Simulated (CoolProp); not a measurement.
Saturation properties of R152A.

Model: reference Helmholtz-energy equation of state, Outcalt 1996, in CoolProp. It is a modified Benedict-Webb-Rubin equation, recast in Helmholtz form.

```
T (K)  p (MPa)  vapour density (kg/m³)  surface tension (mN/m)  vapour viscosity (µPa s)
-----  -------  ----------------------  ----------------------  ------------------------
286.3   0.4133                   12.88                    11.3                      10.7
288.3   0.4407                   13.71                    11.0                      10.8
290.3   0.4695                   14.59                    10.8                      10.9
292.3   0.4996                   15.50                    10.5                      11.0
294.3   0.5313                   16.47                    10.2                      11.1
296.4   0.5661                   17.54                    9.94                      11.1
298.4   0.6008                   18.60                    9.67                      11.2
300.4   0.6372                   19.73                    9.41                      11.3
302.4   0.6751                   20.90                    9.14                      11.4
304.4   0.7148                   22.14                    8.88                      11.5
306.4   0.7562                   23.43                    8.62                      11.6
308.5   0.8016                   24.86                    8.35                      11.7
310.5   0.8466                   26.28                    8.09                      11.8
312.5   0.8936                   27.78                    7.83                      11.8
314.5   0.9425                   29.35                    7.57                      11.9
```

It boils at 249.1 K under 1 atm.

Viscosity comes from a separate model (Bell 2016), an estimate that may be off by 10 % or more. Surface tension comes from a separate correlation (Mulero 2012).
